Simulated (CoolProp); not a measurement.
Vapour pressure (kPa) of carbon dioxide: the reference equation beside estimates from Tc = 31.0 °C, pc = 7377 kPa, ω = 0.224. Clausius-Clapeyron is anchored at -33.75 °C with a constant enthalpy of vaporisation of 13.68 kJ/mol.

The numbers come from the reference Helmholtz-energy equation of state, Span 1996 in CoolProp.

| T (°C) | reference | Clausius-Clapeyron | van der Waals | Soave-Redlich-Kwong | Peng-Robinson |
|---|---|---|---|---|---|
| -50.65 | 664.5 | 745.3 | 1846 | 665.4 | 660.4 |
| -45.05 | 830.2 | 893.7 | 2084 | 831.5 | 823.8 |
| -39.35 | 1029 | 1065 | 2346 | 1031 | 1020 |
| -33.75 | 1256 | 1256 | 2623 | 1260 | 1245 |
| -28.05 | 1524 | 1474 | 2926 | 1530 | 1511 |
| -22.45 | 1825 | 1712 | 3244 | 1834 | 1811 |
| -16.75 | 2174 | 1981 | 3589 | 2188 | 2160 |
| -11.05 | 2570 | 2278 | 3956 | 2589 | 2557 |

Absolute difference from the reference over all 8 rows, mean and median: Clausius-Clapeyron 6.6 and 6.9 %, van der Waals 106.8 and 100.4 %, Soave-Redlich-Kwong 0.4 and 0.4 %, Peng-Robinson 0.7 and 0.8 %.
